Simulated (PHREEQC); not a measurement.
Consider water at 20 °C with 0.016 mol/kgw H2SO4, 0.038 mol/kgw MnSO4 and 0.11 mol/kgw Fe2(SO4)3. Closed to the air; pH follows from the charge balance.

The numbers come from PHREEQC with the ion-association model, phreeqc.dat.

```tsv
quantity	before	after
pH	2.11	2.51
ionic strength (mol/kgw)	0.368	0.394
SO4-2 (mol/kgw)	0.0808	0.0855
Mn+2 (mol/kgw)	0.0214	0.0214
HSO4- (mol/kgw)	0.0174	0.00727
MnSO4 (mol/kgw)	0.0166	0.0166
```

Question: What was changed between the two runs?
A) temperature from 20 to 60 °C
B) 0.021 mol/kgw HCl added
C) temperature from 20 to 80 °C
D) diluted 100-fold with water
E) H2SO4 left out

Answer: E, H2SO4 left out

No solid was allowed to form. Some of these states are supersaturated (in Hematite (slow to form), Goethite (slow to form), for instance).
